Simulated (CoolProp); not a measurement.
Vapour-liquid equilibrium of propane (1) + R236FA (2) at 1.61 bar; x and y are mole fractions of (1).

The numbers come from the multi-fluid Helmholtz-energy mixture model, Lemmon 2009 and Pan 2012; pair parameters Bell 2016 in CoolProp.

| x | bubble temperature, mixture model (°C) | bubble temperature, Raoult's law (°C) | y, mixture model | y, Raoult's law |
|---|---|---|---|---|
| 0.05 | -4.2 | 6.4 | 0.450 | 0.178 |
| 0.2 | -24.4 | -3.3 | 0.804 | 0.533 |
| 0.35 | -29.0 | -10.9 | 0.855 | 0.728 |
| 0.5 | -29.7 | -17.1 | 0.864 | 0.843 |
| 0.65 | -30.0 | -22.1 | 0.868 | 0.914 |
| 0.8 | -30.6 | -26.3 | 0.886 | 0.961 |
| 0.95 | -31.1 | -30.0 | 0.952 | 0.992 |

The largest gap from Raoult's law is -21.1 K in bubble temperature, at x = 0.2. No azeotrope shows between x = 0.05 and 0.95.

The pair parameters rest on a limited set of measurements; away from them the model extrapolates. With so large a gap from Raoult's law the liquid may split in two, which this calculation doesn't test in full.
